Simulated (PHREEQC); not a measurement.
Na3PO4 is added in steps, without added water, to 1 kg of water holding 0.0075 mol/kgw ZnSO4, 0.0035 mol/kgw H3AsO4 and 0.00049 mol/kgw HCl, at 25 °C. O2 is buffered at 0.21 atm. CO2 from the air is kept out. Solids allowed: Zn(OH)2-e, Zn4(OH)6SO4, Zn5(OH)8Cl2, Zn3(PO4)2:4w, Zn3(AsO4)2:2.5w, Halite, Mirabilite, Goslarite. Others were left out.

Base run: PHREEQC, ion-association model, wateq4f.dat. Each further column changes one thing. The table gives pH.

```csv
Na3PO4 added (mol),base,all activity coefficients set to 1,metal-ligand complexes left out,Debye-Hückel limiting law,Davies equation for every ion
0,2.67,2.66,2.70,2.68,2.68
0.0002775,2.75,2.74,2.77,2.76,2.75
0.0006475,2.87,2.86,2.89,2.88,2.88
0.000925,2.98,2.98,3.01,2.99,2.99
0.001203,3.13,3.13,3.15,3.13,3.13
0.001572,3.42,3.42,3.44,3.42,3.42
0.00185,3.89,3.90,3.91,3.89,3.89
0.002128,5.05,4.93,4.97,5.10,5.06
0.002498,5.08,4.96,4.99,5.13,5.09
0.002775,5.10,4.99,5.01,5.15,5.11
0.003053,5.12,5.02,5.03,5.17,5.13
0.003423,5.15,5.06,5.06,5.20,5.16
0.0037,5.18,5.09,5.09,5.23,5.19
```

H3PO4, which wateq4f.dat lacks, is added to it with the constant of phreeqc.dat. The database has no phosphate complexes of Zn. The database has no arsenate complexes of Zn.
